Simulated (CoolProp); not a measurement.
Saturation properties of octamethyltrisiloxane (MDM) (Tc = 565.4 K, pc = 1438 kPa, ω = 0.528).

Model: reference Helmholtz-energy equation of state, Thol 2017, in CoolProp.

```
T (K)  p (kPa)  liquid density (kg/m³)  vapour density (kg/m³)  liquid cp (kJ/(kg K))
-----  -------  ----------------------  ----------------------  ---------------------
378.9    24.53                   730.4                   1.892                  1.985
385.1    30.38                   723.4                   2.316                  2.002
391.3    37.29                   716.3                   2.813                  2.018
397.5    45.41                   709.1                   3.391                  2.035
403.8    55.03                   701.8                   4.072                  2.052
410      66.00                   694.4                   4.844                  2.069
416.2    78.61                   686.9                   5.728                  2.086
422.4    93.04                   679.2                   6.737                  2.103
428.7    109.7                   671.3                   7.903                  2.121
434.9    128.3                   663.3                   9.204                  2.139
441.1    149.2                   655.2                   10.67                  2.157
447.3    172.7                   646.9                   12.33                  2.175
453.6    199.3                   638.2                   14.22                  2.195
459.8    228.5                   629.4                   16.31                  2.215
466      260.7                   620.4                   18.66                  2.235
```

It boils at 425.6 K under 1 atm.
